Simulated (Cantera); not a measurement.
Mixture: H₂ : O₂ : N₂ = 1 : 0.909 : 4.82 (molar parts), equivalence ratio 0.55, at 101000 Pa, adiabatic and at constant pressure. Ignition delay is the time to a rise of 400 K.

Computed with Cantera and the H2/O2 subset of GRI-Mech 3.0, which has no nitrogen chemistry. Below about 950 K walls govern HO2 and H2O2 in real vessels. Where the delays flatten at high temperature, the 400 K rule measures the pace of heat release, not the induction time.

Predict: delay at 923 K; delay at 1073 K; delay at 1223 K; delay at 1373 K; delay at 1523 K.


| Item | Result |
|---|---|
| delay at 923 K | 0.106 s |
| delay at 1073 K | 0.149 ms |
| delay at 1223 K | 60.9 µs |
| delay at 1373 K | 40.6 µs |
| delay at 1523 K | 36.3 µs |
